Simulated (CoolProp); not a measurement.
Vapour-liquid equilibrium of cyclohexane (1) + dimethyl carbonate (2) at 333.4 K; x and y are mole fractions of (1).

Model: multi-fluid Helmholtz-energy mixture model, Zhou 2014 and Zhou 2011; pair parameters Bell 2016, in CoolProp.

### Question
Give the bubble pressure and the first vapour's composition at x = 0.575, 0.65, 0.8. Is there an azeotrope?

### Answer
x = 0.575: 0.6594 bar, y = 0.619; x = 0.65: 0.6601 bar, y = 0.637; x = 0.8: 0.6474 bar, y = 0.697. y crosses x between x = 0.575 and 0.65: the model has an azeotrope there.

The pair parameters rest on a limited set of measurements; away from them the model extrapolates. With so large a gap from Raoult's law the liquid may split in two, which this calculation doesn't test in full.
